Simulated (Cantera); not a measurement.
# Premixed flame

A freely propagating, adiabatic, planar premixed flame of H2 : O2 : N2 = 1 : 0.769 : 2.89 (molar parts), unburnt at 475 K and 1200 Torr; unity-Lewis-number transport, grid criteria slope 0.08 and curve 0.16, no radiation.

Detailed kinetics in Cantera: the H2/O2 subset of GRI-Mech 3.0, which has no nitrogen chemistry. Unity Lewis numbers drop preferential diffusion, which matters most where H2 and H carry the flame. Burning velocities carry a grid error of a few per cent, more on coarse grids. Lean hydrogen flames are cellular in practice and burn faster than this planar one.

```json
[
 {"z (mm)": "-0.499", "T (K)": "475", "u (m/s)": "2.39", "x H2": "0.215", "x O2": "0.165", "x O": "<1e-8", "x HO2": "2.30e-8", "x H": "<1e-8", "x OH": "<1e-8"},
 {"z (mm)": "-0.333", "T (K)": "475", "u (m/s)": "2.39", "x H2": "0.215", "x O2": "0.165", "x O": "<1e-8", "x HO2": "4.60e-7", "x H": "<1e-8", "x OH": "<1e-8"},
 {"z (mm)": "-0.250", "T (K)": "476", "u (m/s)": "2.40", "x H2": "0.215", "x O2": "0.165", "x O": "4.84e-8", "x HO2": "2.60e-6", "x H": "<1e-8", "x OH": "<1e-8"},
 {"z (mm)": "-0.166", "T (K)": "484", "u (m/s)": "2.44", "x H2": "0.214", "x O2": "0.165", "x O": "5.87e-7", "x HO2": "2.12e-5", "x H": "<1e-8", "x OH": "3.79e-8"},
 {"z (mm)": "-0.0832", "T (K)": "608", "u (m/s)": "3.04", "x H2": "0.200", "x O2": "0.158", "x O": "3.68e-5", "x HO2": "0.000287", "x H": "4.42e-5", "x OH": "4.48e-5"},
 {"z (mm)": "-0.0416", "T (K)": "909", "u (m/s)": "4.45", "x H2": "0.160", "x O2": "0.139", "x O": "0.000618", "x HO2": "0.000288", "x H": "0.00290", "x OH": "0.000737"},
 {"z (mm)": "0", "T (K)": "1289", "u (m/s)": "6.15", "x H2": "0.0846", "x O2": "0.104", "x O": "0.00472", "x HO2": "0.000140", "x H": "0.0176", "x OH": "0.00387"},
 {"z (mm)": "0.0416", "T (K)": "1536", "u (m/s)": "7.20", "x H2": "0.0332", "x O2": "0.0772", "x O": "0.0101", "x HO2": "8.17e-5", "x H": "0.0239", "x OH": "0.00899"},
 {"z (mm)": "0.0832", "T (K)": "1670", "u (m/s)": "7.75", "x H2": "0.0188", "x O2": "0.0684", "x O": "0.0109", "x HO2": "5.88e-5", "x H": "0.0188", "x OH": "0.0114"},
 {"z (mm)": "0.166", "T (K)": "1806", "u (m/s)": "8.29", "x H2": "0.0125", "x O2": "0.0649", "x O": "0.00830", "x HO2": "3.98e-5", "x H": "0.0104", "x OH": "0.0123"},
 {"z (mm)": "0.333", "T (K)": "1920", "u (m/s)": "8.74", "x H2": "0.00779", "x O2": "0.0636", "x O": "0.00496", "x HO2": "2.39e-5", "x H": "0.00447", "x OH": "0.0111"},
 {"z (mm)": "0.666", "T (K)": "1998", "u (m/s)": "9.04", "x H2": "0.00395", "x O2": "0.0632", "x O": "0.00244", "x HO2": "1.23e-5", "x H": "0.00147", "x OH": "0.00867"},
 {"z (mm)": "1.33", "T (K)": "2042", "u (m/s)": "9.21", "x H2": "0.00169", "x O2": "0.0634", "x O": "0.00103", "x HO2": "5.90e-6", "x H": "0.000393", "x OH": "0.00597"}
]
```
x: mole fraction of selected species; z is measured from the peak of heat release.

```
Quantity                    Result
------------------------  --------
laminar burning velocity  239 cm/s
thermal thickness         0.166 mm
peak x(O)                   0.0110
peak x(HO2)               0.000365
peak x(H)                   0.0242
peak x(OH)                  0.0123
```
